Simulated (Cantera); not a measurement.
Mixture: H2 : O2 : N2 : H2O = 1 : 0.385 : 1.45 : 0.34 (molar parts), equivalence ratio 1.3, at 3450 Torr, adiabatic and at constant pressure. Ignition delay is the time to a rise of 400 K.

Computed with Cantera and GRI-Mech 3.0 (53 species, 325 reactions). The hydrogen kinetics of GRI-Mech 3.0 are dated; newer H2 mechanisms differ, most at raised pressure. Below about 950 K walls govern HO2 and H2O2 in real vessels.

### Question
Predict: delay at 925 K; delay at 1075 K; delay at 1225 K; delay at 1375 K; delay at 1525 K; apparent activation energy between 1375 and 1525 K.

### Answer
```json
{
  "delay at 925 K": "88.4 ms",
  "delay at 1075 K": "2.54 ms",
  "delay at 1225 K": "51.3 µs",
  "delay at 1375 K": "6.80 µs",
  "delay at 1525 K": "3.46 µs",
  "apparent activation energy between 1375 and 1525 K": "79 kJ/mol"
}
```
